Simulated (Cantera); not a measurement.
A freely propagating, adiabatic, planar premixed flame of 21.8 % CO, 5.90 % H2, 15.1 % O2, 57.2 % N2, unburnt at 523 K and 0.133 bar; multicomponent transport, grid criteria slope 0.08 and curve 0.16, no radiation.

Computed with Cantera and GRI-Mech 3.0 (53 species, 325 reactions). Burning velocities carry a grid error of a few per cent, more on coarse grids.

x: mole fraction of selected species; z is measured from the peak of heat release.

```json
[
 {"z (mm)": "-28.0", "T (K)": "523", "u (m/s)": "1.91", "x CO": "0.218", "x H2": "0.0590", "x O2": "0.151", "x OH": "<1e-8", "x CO2": "<1e-8", "x H2O2": "<1e-8"},
 {"z (mm)": "-18.7", "T (K)": "523", "u (m/s)": "1.91", "x CO": "0.218", "x H2": "0.0590", "x O2": "0.151", "x OH": "<1e-8", "x CO2": "<1e-8", "x H2O2": "<1e-8"},
 {"z (mm)": "-14.0", "T (K)": "523", "u (m/s)": "1.91", "x CO": "0.218", "x H2": "0.0590", "x O2": "0.151", "x OH": "<1e-8", "x CO2": "<1e-8", "x H2O2": "<1e-8"},
 {"z (mm)": "-9.34", "T (K)": "523", "u (m/s)": "1.91", "x CO": "0.218", "x H2": "0.0589", "x O2": "0.151", "x OH": "<1e-8", "x CO2": "<1e-8", "x H2O2": "<1e-8"},
 {"z (mm)": "-4.67", "T (K)": "524", "u (m/s)": "1.91", "x CO": "0.218", "x H2": "0.0585", "x O2": "0.151", "x OH": "…", "x CO2": "…", "x H2O2": "…"},
 {"z (mm)": "-2.34", "T (K)": "616", "u (m/s)": "2.24", "x CO": "0.215", "x H2": "0.0525", "x O2": "0.148", "x OH": "0.000142", "x CO2": "0.00424", "x H2O2": "3.91e-6"},
 {"z (mm)": "0", "T (K)": "1020", "u (m/s)": "3.64", "x CO": "0.185", "x H2": "0.0213", "x O2": "0.119", "x OH": "0.00118", "x CO2": "0.0365", "x H2O2": "3.89e-7"},
 {"z (mm)": "2.34", "T (K)": "1335", "u (m/s)": "4.67", "x CO": "0.124", "x H2": "0.00581", "x O2": "0.0734", "x OH": "0.00333", "x CO2": "0.103", "x H2O2": "2.59e-7"},
 {"z (mm)": "4.67", "T (K)": "1485", "u (m/s)": "5.12", "x CO": "0.0927", "x H2": "0.00644", "x O2": "0.0585", "x OH": "0.00490", "x CO2": "0.138", "x H2O2": "1.88e-7"},
 {"z (mm)": "9.34", "T (K)": "1626", "u (m/s)": "5.54", "x CO": "0.0839", "x H2": "0.00684", "x O2": "0.0537", "x OH": "…", "x CO2": "0.150", "x H2O2": "…"},
 {"z (mm)": "18.7", "T (K)": "1766", "u (m/s)": "5.96", "x CO": "0.0825", "x H2": "0.00638", "x O2": "0.0520", "x OH": "0.00761", "x CO2": "0.154", "x H2O2": "6.93e-8"},
 {"z (mm)": "37.4", "T (K)": "1909", "u (m/s)": "6.37", "x CO": "0.0775", "x H2": "0.00553", "x O2": "0.0492", "x OH": "0.00832", "x CO2": "0.161", "x H2O2": "3.76e-8"},
 {"z (mm)": "74.7", "T (K)": "2043", "u (m/s)": "6.76", "x CO": "0.0695", "x H2": "0.00451", "x O2": "0.0454", "x OH": "0.00843", "x CO2": "0.172", "x H2O2": "2.19e-8"}
]
```

Problem. What belongs in the gaps?

Solution. 
- -4.67, x OH: 5.01e-7
- -4.67, x CO2: 1.77e-5
- -4.67, x H2O2: 5.76e-7
- 9.34, x OH: 0.00643
- 9.34, x H2O2: 1.22e-7
